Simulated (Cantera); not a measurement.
**Low-pressure radical oxidation in H2/O2**

A perfectly stirred reactor is fed with H₂ : O₂ : N₂ = 0.011 : 1 : 2.2 (molar parts), equivalence ratio 0.0055, at 18.8 Torr; it is held at 1423 K, and followed from long to short residence time.

Computed with Cantera and GRI-Mech 3.0 (53 species, 325 reactions). Radical loss at walls, strong at low pressure, is not modelled.

```json
[
 {"τ (s)": "0.41", "x H₂": "1.93e-5", "x O₂": "0.309", "x NO": "1.70e-7", "x H₂O₂": "3.73e-9", "x OH": "0.000365"},
 {"τ (s)": "0.21", "x H₂": "2.84e-5", "x O₂": "0.309", "x NO": "1.08e-7", "x H₂O₂": "4.23e-9", "x OH": "0.000410"},
 {"τ (s)": "0.10", "x H₂": "4.52e-5", "x O₂": "0.309", "x NO": "5.89e-8", "x H₂O₂": "4.76e-9", "x OH": "0.000456"},
 {"τ (s)": "0.052", "x H₂": "7.19e-5", "x O₂": "0.308", "x NO": "3.17e-8", "x H₂O₂": "5.28e-9", "x OH": "0.000497"},
 {"τ (s)": "0.026", "x H₂": "0.000124", "x O₂": "0.308", "x NO": "1.53e-8", "x H₂O₂": "6.02e-9", "x OH": "0.000548"},
 {"τ (s)": "0.013", "x H₂": "0.000220", "x O₂": "0.308", "x NO": "6.99e-9", "x H₂O₂": "7.06e-9", "x OH": "0.000613"},
 {"τ (s)": "0.0066", "x H₂": "0.000393", "x O₂": "0.309", "x NO": "3.14e-9", "x H₂O₂": "8.36e-9", "x OH": "0.000689"},
 {"τ (s)": "0.0033", "x H₂": "0.000711", "x O₂": "0.309", "x NO": "1.29e-9", "x H₂O₂": "9.62e-9", "x OH": "0.000757"},
 {"τ (s)": "0.0017", "x H₂": "0.00124", "x O₂": "0.309", "x NO": "4.63e-10", "x H₂O₂": "9.75e-9", "x OH": "0.000755"},
 {"τ (s)": "0.00084", "x H₂": "0.00220", "x O₂": "0.310", "x NO": "9.17e-11", "x H₂O₂": "6.28e-9", "x OH": "0.000540"}
]
```
x: mole fraction; the columns are a selection and need not sum to one.
